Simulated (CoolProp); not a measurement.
Vapour-liquid equilibrium of carbon dioxide (1) + R227EA (2) at 222.7 K; x and y are mole fractions of (1).

Model: multi-fluid Helmholtz-energy mixture model, Span 1996 and Lemmon 2016; pair parameters Bell 2016, in CoolProp.

Problem. Give the bubble pressure and the first vapour's composition at x = 0.275, 0.425, 0.725. Is there an azeotrope?

Solution. x = 0.275: 0.1959 MPa, y = 0.929; x = 0.425: 0.2907 MPa, y = 0.960; x = 0.725: 0.4782 MPa, y = 0.986. No azeotrope shows between x = 0.05 and 0.95.

The pair parameters rest on a limited set of measurements; away from them the model extrapolates.
